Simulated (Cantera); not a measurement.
Charge: 1 mol BF3, 11 mol H2O, 0.12 mol H2, at 0.00470 bar.

These are equilibrium values from Cantera (NASA tables, ideal gas, pure condensed phases), not measurements of a reactor. Candidate condensed phases: B, B2O3, B3O3H3, H2O; 43 gas species. Gases not in the tables: H3BO3. Rates play no part.

log p: log10 of the partial pressure in bar; nothing condenses.

| T (K) | log p H2O | log p HF | log p H2 | log p HBO2 | log p BOF | log p OH | log p O2 | log p H |
|---|---|---|---|---|---|---|---|---|
| 1450 | -2.47 | -3.04 | -4.37 | -3.71 | -3.80 | -6.93 | -8.26 | -7.21 |
| 1525 | -2.47 | -3.04 | -4.36 | -3.70 | -3.80 | -6.42 | -7.37 | -6.81 |
| 1600 | -2.47 | -3.04 | -4.36 | -3.69 | -3.81 | -5.96 | -6.58 | -6.44 |
| 1675 | -2.47 | -3.04 | -4.33 | -3.69 | -3.82 | -5.56 | -5.91 | -6.10 |
| 1750 | -2.47 | -3.03 | -4.27 | -3.69 | -3.82 | -5.21 | -5.37 | -5.77 |
| 1825 | -2.48 | -3.04 | -4.16 | -3.69 | -3.83 | -4.91 | -4.98 | -5.44 |
| 1900 | -2.48 | -3.04 | ___ | -3.69 | -3.84 | ___ | ___ | ___ |
| 1975 | -2.49 | -3.04 | ___ | -3.69 | -3.84 | ___ | ___ | ___ |
| 2050 | -2.51 | -3.04 | -3.76 | -3.70 | -3.85 | -4.23 | -4.26 | -4.52 |
| 2125 | -2.52 | -3.05 | -3.63 | -3.71 | -3.85 | -4.06 | -4.10 | -4.25 |
| 2200 | -2.55 | -3.06 | -3.51 | -3.73 | -3.86 | -3.90 | -3.96 | -4.01 |

Q: Fill in the missing entries.

A: 
- 1975, log p H2: -3.89
- 1975, log p OH: -4.43
- 1975, log p O2: -4.45
- 1975, log p H: -4.81
- 1900, log p H2: -4.03
- 1900, log p OH: -4.66
- 1900, log p O2: -4.68
- 1900, log p H: -5.11
